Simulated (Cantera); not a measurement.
A Cantera script and its output.

```python
import numpy as np
import cantera as ct

gas = ct.Solution("gri30.yaml")
gas.TPX = 1800, 101325, {'NO': 1, 'N2': 11}
inlet = ct.Reservoir(gas, clone=True)

reactor = ct.IdealGasConstPressureReactor(gas, energy="off", clone=False)
exhaust = ct.Reservoir(gas, clone=True)
tau = [3.9, 1.2, 0.39, 0.12, 0.04, 0.013, 0.004][0]
for a, b in ((inlet, reactor), (reactor, exhaust)):
    ct.MassFlowController(a, b, mdot=lambda t: reactor.mass / tau)
net = ct.ReactorNet([reactor])
show = ['NO', 'NO2', 'N2', 'O2', 'N2O', 'O']

rows = []
print(f"{'tau/s':>10s}{'T/K':>9s}" + "".join(f"{s:>11s}" for s in show))
for tau in [3.9, 1.2, 0.39, 0.12, 0.04, 0.013, 0.004]:
    net.initial_time = 0.0
    net.advance(30 * tau)
    before = gas.X
    net.advance(40 * tau)
    drift = np.max(np.abs(gas.X - before) / (gas.X + 1e-9))
    rows.append([gas.T, *gas[show].X, drift])
    print(f"{tau:10.3e}{gas.T:9.1f}" + "".join(f"{x:11.3e}" for x in gas[show].X))
```

Result:

```
     tau/s      T/K         NO        NO2         N2         O2        N2O          O
 3.900e+00   1800.0  7.116e-02  3.234e-05  9.227e-01  6.051e-03  2.188e-06  1.018e-05
 1.200e+00   1800.0  7.913e-02  2.373e-05  9.188e-01  2.075e-03  2.686e-06  6.779e-06
 3.900e-01   1800.0  8.192e-02  1.814e-05  9.174e-01  6.836e-04  2.866e-06  5.050e-06
 1.200e-01   1800.0  8.289e-02  1.528e-05  9.169e-01  2.038e-04  2.902e-06  4.234e-06
 4.000e-02   1800.0  8.318e-02  1.363e-05  9.167e-01  6.125e-05  2.837e-06  3.786e-06
 1.300e-02   1800.0  8.328e-02  1.117e-05  9.167e-01  1.443e-05  2.608e-06  3.143e-06
 4.000e-03   1800.0  8.331e-02  6.384e-06  9.167e-01  1.681e-06  2.044e-06  1.880e-06
```

Cantera simulation using GRI-Mech 3.0 (53 species, 325 reactions); the numbers are that mechanism's predictions, not measurements.
